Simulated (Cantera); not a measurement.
Input: 1 mol Si, 0.099 mol CO2, 990 mol H2, at 100 Torr.

Method: chemical equilibrium by Gibbs-energy minimisation in Cantera with the NASA 1993 tables (ideal gas, pure condensed phases). Candidate condensed phases: C, C6H6, C7H8, C8H18, H2O, Si, SiC, SiO2; 123 gas species. Mutual solubility and eutectic melting of coexisting phases are not modelled. Gases not in the tables: Si2H6 and higher silanes. Kinetics and transport are ignored. All values below are at 1875 K.

Base state: H2 0.998, H 0.00179, SiO 0.000172, Si 6.79e-5, SiH2 4.96e-5, CO 2.81e-5, SiH 2.30e-5 (mole fractions); condensed: Si(l) + SiC(s).

Task: What changes in the equilibrium state with this change: Si replaced by Si3N4?

Result: 
| species | before | after |
|---|---|---|
| H2 | 0.998 | 0.996 |
| N2 | 0 | 0.00201 |
| H | 0.00179 | 0.00179 |
| HCN | 0 | 1.30e-5 |
| SiO | 0.000172 | 0.000171 |
| SiH2 | 4.96e-5 | 4.95e-5 |
| CO | 2.81e-5 | 2.81e-5 |
| SiH | 2.30e-5 | 2.29e-5 |
| Si | 6.79e-5 | 6.79e-5 |
| Si(l), mol | 0.620 | 2.63 |
| SiC(s), mol | 0.0666 | 0.0530 |
Further candidate phases: Si2N2O, Si3N4.
